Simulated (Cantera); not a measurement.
A closed system holds: 1 mol AlN, 0.19 mol Br2, 0.33 mol H2, equilibrated at 1000 K and 100000 Pa.

Cantera equilibrium calculation (NASA polynomials, part measured and part estimated; ideal gas, pure solids and liquids). Candidate condensed phases: Al, AlBr3, AlN, Br2; 19 gas species. Rates play no part.

Base state: H2 0.552, AlBr3 0.185, HBr 0.167, N2 0.0941, Al2Br6 0.00138, NH3 7.32e-5 (mole fractions); condensed: AlN(s).

### Question
What changes in the equilibrium state with this change: H2 from 0.33 to 0.66 mol?

### Answer
```tsv
species	before	after
H2	0.552	0.707
HBr	0.167	0.140
AlBr3	0.185	0.102
N2	0.0941	0.0512
Al2Br6	0.00138	0.000413
NH3	7.32e-5	7.83e-5
AlN(s), mol	0.902	0.913
```
